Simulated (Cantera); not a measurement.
Feed: 1 mol Pb, 0.98 mol CO, 14 mol N2, equilibrated at 1600 Pa.

These are equilibrium values from Cantera (NASA tables, ideal gas, pure condensed phases), not measurements of a reactor. Candidate condensed phases: C, Pb, PbO, PbO2, Pb3O4; 27 gas species. Kinetics and transport are ignored.

At 950 K, list the 4 most abundant gas species with their mole fractions, and the condensed phases.

N2 0.934, CO 0.0652, Pb 0.000314, CO2 0.000114. Condensed: C(graphite) + Pb(l).
